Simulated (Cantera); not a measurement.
Cantera run:

```python
import numpy as np
import cantera as ct

gas_names = [...]  # 47 gases of nasa_gas.yaml made of Ca, F, H, N, O
cond_names = """
    Ca(a) Ca(b) Ca(L) CaF2(a) CaF2(b) CaF2(L) CaO(s) CaO(L) CaO2H2(s) H2O(s) H2O(L)
""".split()


# ... load() reads the species with a 1 bar reference pressure and builds the phases ...
atoms = {
    'CaO': {'Ca': 1, 'O': 1},
    'NF3': {'N': 1, 'F': 3},
    'H2': {'H': 2},
}
top_T = {}  # K; cautious upper limits of use, not melting points


# ... equilibrate(T, P, feed) seeds the gas with the atoms and calls Mixture.equilibrate('TP', solver="vcs", rtol=1e-11, max_steps=5000) ...
results = []
P = 100  # Pa
for T in [1648, 1673, 1698, 1723, 1748, 1773, 1798, 1823, 1848, 1873]:
    for m in [4.4, 6.1, 7.7, 9.4, 11, 13, 14, 16, 18, 19, 21, 23]:
        feed = {'CaO': 1, 'NF3': 2.2, 'H2': m}  # mol
        mix = equilibrate(T, P, feed)
        results.append((T, P, feed, dict(zip(mix.species_names, mix.species_moles))))

for T, P, feed, n in results:
    print(f"{T:7g} {feed['H2']:10.4g}  " + (" + ".join(c for c in cond_names if n.get(c, 0) > 1e-12) or "gas only"))
```

It prints:

```
   1648        4.4  CaF2(b)
   1648        6.1  CaF2(b)
   1648        7.7  CaF2(b)
   1648        9.4  CaF2(b)
   1648         11  CaF2(b) + CaO(s)
   1648         13  CaF2(b) + CaO(s)
   1648         14  CaF2(b) + CaO(s)
   1648         16  CaF2(b) + CaO(s)
   1648         18  CaO(s)
   1648         19  CaO(s)
   1648         21  CaO(s)
   1648         23  CaO(s)
   1673        4.4  CaF2(b)
   1673        6.1  CaF2(b)
   1673        7.7  CaF2(b) + CaO(s)
   1673        9.4  CaF2(b) + CaO(s)
   1673         11  CaO(s)
   1673         13  CaO(s)
   1673         14  CaO(s)
   1673         16  CaO(s)
   1673         18  CaO(s)
   1673         19  CaO(s)
   1673         21  CaO(s)
   1673         23  CaO(s)
   1698        4.4  CaF2(L) + CaO(s)
   1698        6.1  CaO(s)
   1698        7.7  CaO(s)
   1698        9.4  CaO(s)
   1698         11  CaO(s)
   1698         13  CaO(s)
   1698         14  CaO(s)
   1698         16  CaO(s)
   1698         18  CaO(s)
   1698         19  CaO(s)
   1698         21  CaO(s)
   1698         23  CaO(s)
   1723        4.4  CaO(s)
   1723        6.1  CaO(s)
   1723        7.7  CaO(s)
   1723        9.4  CaO(s)
   1723         11  CaO(s)
   1723         13  CaO(s)
   1723         14  CaO(s)
   1723         16  CaO(s)
   1723         18  CaO(s)
   1723         19  CaO(s)
   1723         21  CaO(s)
   1723         23  CaO(s)
   1748        4.4  CaO(s)
   1748        6.1  CaO(s)
   1748        7.7  CaO(s)
   1748        9.4  CaO(s)
   1748         11  CaO(s)
   1748         13  CaO(s)
   1748         14  CaO(s)
   1748         16  CaO(s)
   1748         18  CaO(s)
   1748         19  CaO(s)
   1748         21  CaO(s)
   1748         23  CaO(s)
   1773        4.4  gas only
   1773        6.1  gas only
   1773        7.7  gas only
   1773        9.4  gas only
   1773         11  gas only
   1773         13  gas only
   1773         14  gas only
   1773         16  gas only
   1773         18  gas only
   1773         19  gas only
   1773         21  gas only
   1773         23  gas only
   1798        4.4  gas only
   1798        6.1  gas only
   1798        7.7  gas only
   1798        9.4  gas only
   1798         11  gas only
   1798         13  gas only
   1798         14  gas only
   1798         16  gas only
   1798         18  gas only
   1798         19  gas only
   1798         21  gas only
   1798         23  gas only
   1823        4.4  gas only
   1823        6.1  gas only
   1823        7.7  gas only
   1823        9.4  gas only
   1823         11  gas only
   1823         13  gas only
   1823         14  gas only
   1823         16  gas only
   1823         18  gas only
   1823         19  gas only
   1823         21  gas only
   1823         23  gas only
   1848        4.4  gas only
   1848        6.1  gas only
   1848        7.7  gas only
   1848        9.4  gas only
   1848         11  gas only
   1848         13  gas only
   1848         14  gas only
   1848         16  gas only
   1848         18  gas only
   1848         19  gas only
   1848         21  gas only
   1848         23  gas only
   1873        4.4  gas only
   1873        6.1  gas only
   1873        7.7  gas only
   1873        9.4  gas only
   1873         11  gas only
   1873         13  gas only
   1873         14  gas only
   1873         16  gas only
   1873         18  gas only
   1873         19  gas only
   1873         21  gas only
   1873         23  gas only
```

These are equilibrium values from Cantera (NASA tables, ideal gas, pure condensed phases), not measurements of a reactor. Mutual solubility and eutectic melting of coexisting phases are not modelled.
